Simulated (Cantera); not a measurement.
# Thermodynamics of silicon nitride deposition, feed SiCl₄ + N₂ + H₂

Charge: 1 mol SiCl₄, 0.39 mol N₂, 0.33 mol H₂, at 775 °C and 1.00 Torr.

These are equilibrium values from Cantera (NASA tables, ideal gas, pure condensed phases), not measurements of a reactor. Candidate condensed phases: NH₄Cl, Si, Si₃N₄; 28 gas species. N₂ is the only nitrogen source here; it is nearly inert below about 1500 K, so the nitride shown seldom forms there in practice. The tables' values for SiCl₃ are old estimates; treat these amounts as uncertain. Kinetics and transport are ignored.

```yaml
x(SiCl₄): 0.489
x(HCl): 0.297
x(N₂): 0.172
x(H₂): 0.0378
x(SiCl₃): 0.00281
x(SiHCl₃): 0.000636
x(SiCl₂): 0.000295
n(Si₃N₄(s)): 0.0432 mol
gas_amount: 1.766 mol
log10 activity of Si(s) (absent): -4.17
```
